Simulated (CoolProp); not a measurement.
Model: reference Helmholtz-energy equation of state, Lemmon 2006, in CoolProp. It is a short technical equation, of lower accuracy than the large ones.

Task: Give the vapour pressure (MPa), liquid density (kg/m³), vapour density (kg/m³), enthalpy of vaporisation (kJ/kg) of saturated isopentane at 357.2 K.

Result: 
| T (K) | p (MPa) | liquid density (kg/m³) | vapour density (kg/m³) | enthalpy of vaporisation (kJ/kg) |
|---|---|---|---|---|
| 357.2 | 0.504 | 549 | 14.1 | 293 |
